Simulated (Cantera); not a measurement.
Charge: 1 mol borazine, 0.51 mol N2, at 1225 K and 20.0 mbar.

Cantera equilibrium calculation (NASA polynomials, part measured and part estimated; ideal gas, pure solids and liquids). Candidate condensed phases: B, BN; 15 gas species. The feed counts by its element totals alone. Equilibrium is a limit: real reactors are often held back by kinetics, nucleation or transport.

Base state: H2 0.855, N2 0.145 (mole fractions); condensed: BN(s).

### Question
What changes in the equilibrium state with this change: temperature from 1225 K to 1725 K?

### Answer
```
species      before    after
----------  -------  -------
H2            0.855    0.854
N2            0.145    0.145
H           2.04e-6  0.00121
BN(s), mol     3.00     3.00
```
